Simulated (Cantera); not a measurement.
Source: NASA polynomial tables (part measured, part estimated), evaluated in Cantera. Values are per mole of reaction as written; species without (g) are pure solids or liquids, kept so even where they would boil at 1 bar.

Task: Between 400 and 850 K, where is each reaction favourable under standard conditions?
- 2 BCl3(g) + 3 H2(g) ⇌ 2 B + 6 HCl(g)

Result: 
- 2 BCl3(g) + 3 H2(g) ⇌ 2 B + 6 HCl(g): ΔG° is 188 kJ at 400 K and 121 kJ at 850 K; it stays positive (K < 1). ΔH° is 242 kJ and ΔS° 142 J/K at 850 K.
